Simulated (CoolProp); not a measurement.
Vapour-liquid equilibrium of propane (1) + c-C4F8 (RC318) (2) at 48.25 °C; x and y are mole fractions of (1).

The numbers come from the multi-fluid Helmholtz-energy mixture model, Lemmon 2009 and Platzer 1990; pair parameters Bell 2016 in CoolProp. This equation is an older, rougher fit; its heat capacities, sound speeds and derivatives of the liquid may be far off and weren't checked against measurements.

Q: Give the bubble pressure and the first vapour's composition at x = 0.35, 0.5, 0.875. Is there an azeotrope?

A: x = 0.35: 1.285 MPa, y = 0.594; x = 0.5: 1.446 MPa, y = 0.681; x = 0.875: 1.658 MPa, y = 0.885. y crosses x between x = 0.875 and 0.95: the model has an azeotrope there.

Pair parameters are fitted to limited data, so mixtures are less certain than the pure fluids.
